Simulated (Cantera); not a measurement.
A counterflow diffusion flame at 1.01 bar, nozzles 20 mm apart: fuel side 43.5 % H2, 56.5 % N2 at 600 K, oxidiser side 22.0 % O2, 78.0 % N2 at 325 K, fuel mass flux 0.6 times the oxidiser's; mixture-averaged transport, no radiation.

Model: the H2/O2 subset of GRI-Mech 3.0, which has no nitrogen chemistry, integrated in Cantera. The maximum strain rate includes the flame's own expansion and is several times the mean.

x: mole fraction; the columns are a selection and need not sum to one.

| oxidiser flux (kg/m²/s) | max strain (1/s) | mean strain (1/s) | T max (K) | peak x OH | peak x H | peak x H2O | peak x HO2 |
|---|---|---|---|---|---|---|---|
| 0.61 | 305 | 82.1 | 2074 | 0.0106 | 0.00906 | 0.242 | 3.72e-5 |
| 0.87 | 422 | 117 | 2038 | 0.0109 | 0.0104 | 0.239 | 4.92e-5 |
| 1.3 | 614 | 175 | 1990 | 0.0109 | 0.0120 | 0.236 | 6.49e-5 |
| 1.8 | 832 | 242 | 1952 | 0.0109 | 0.0135 | 0.233 | 7.93e-5 |
| 2.6 | ___ | 350 | 1908 | 0.0109 | ___ | 0.230 | ___ |
| 3.7 | 1640 | 498 | 1862 | 0.0108 | 0.0172 | 0.227 | 0.000119 |
| 5.4 | ___ | 727 | 1810 | 0.0105 | ___ | 0.223 | ___ |

Question: Fill in the missing entries.

Answer: 
- 2.6, max strain (1/s): 1180
- 2.6, peak x H: 0.0153
- 2.6, peak x HO2: 9.84e-5
- 5.4, max strain (1/s): 2360
- 5.4, peak x H: 0.0193
- 5.4, peak x HO2: 0.000143
